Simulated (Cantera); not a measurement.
Input (Python, Cantera) and output of one run.

```python
import numpy as np
import cantera as ct

gas_names = """
    H H2 Ti
""".split()
cond_names = """
    Ti(a) Ti(b) Ti(L)
""".split()


# ... load() reads the species with a 1 bar reference pressure and builds the phases ...
atoms = {
    'Ti': {'Ti': 1},
    'H2': {'H': 2},
}
top_T = {}  # K; cautious upper limits of use, not melting points


# ... equilibrate(T, P, feed) seeds the gas with the atoms and calls Mixture.equilibrate('TP', solver="vcs", rtol=1e-11, max_steps=5000) ...
results = []
feed = {'Ti': 1, 'H2': 89}  # mol
P = 50  # Pa
for T in [1298, 1373, 1448, 1523, 1598, 1673, 1748, 1823, 1898, 1973, 2048]:
    mix = equilibrate(T, P, feed)
    results.append((T, P, feed, dict(zip(mix.species_names, mix.species_moles))))
    x = sorted(zip(gas.X, gas.species_names), reverse=True)
    print(f"T = {T:g} K  P = {P:g} Pa  gas = {mix.phase_moles(0):.4g} mol")
    print("   x: " + "  ".join(f"{s} {v:.3e}" for v, s in x if v > 1e-06))
    print("   condensed (mol): " + ("  ".join(f"{mix.phase(i).name} {mix.phase_moles(i):.4g}"
          for i in range(1, mix.n_phases) if mix.phase_moles(i) > 1e-12) or "none"))
```

Result:

```
T = 1298 K  P = 50 Pa  gas = 89 mol
   x: H2 1.000e+00  H 4.792e-05
   condensed (mol): Ti(b) 1
T = 1373 K  P = 50 Pa  gas = 89.01 mol
   x: H2 9.999e-01  H 1.489e-04
   condensed (mol): Ti(b) 1
T = 1448 K  P = 50 Pa  gas = 89.02 mol
   x: H2 9.996e-01  H 4.121e-04
   condensed (mol): Ti(b) 0.9999
T = 1523 K  P = 50 Pa  gas = 89.05 mol
   x: H2 9.990e-01  H 1.033e-03  Ti 3.756e-06
   condensed (mol): Ti(b) 0.9997
T = 1598 K  P = 50 Pa  gas = 89.11 mol
   x: H2 9.976e-01  H 2.378e-03  Ti 2.058e-05
   condensed (mol): Ti(b) 0.9982
T = 1673 K  P = 50 Pa  gas = 89.24 mol
   x: H2 9.948e-01  H 5.080e-03  Ti 9.652e-05
   condensed (mol): Ti(b) 0.9914
T = 1748 K  P = 50 Pa  gas = 89.49 mol
   x: H2 9.894e-01  H 1.016e-02  Ti 3.953e-04
   condensed (mol): Ti(b) 0.9646
T = 1823 K  P = 50 Pa  gas = 89.99 mol
   x: H2 9.794e-01  H 1.918e-02  Ti 1.437e-03
   condensed (mol): Ti(b) 0.8706
T = 1898 K  P = 50 Pa  gas = 90.99 mol
   x: H2 9.610e-01  H 3.427e-02  Ti 4.706e-03
   condensed (mol): Ti(b) 0.5718
T = 1973 K  P = 50 Pa  gas = 92.7 mol
   x: H2 9.310e-01  H 5.822e-02  Ti 1.079e-02
   condensed (mol): none
T = 2048 K  P = 50 Pa  gas = 94.47 mol
   x: H2 8.947e-01  H 9.472e-02  Ti 1.058e-02
   condensed (mol): none
```

Cantera equilibrium calculation (NASA polynomials, part measured and part estimated; ideal gas, pure solids and liquids).
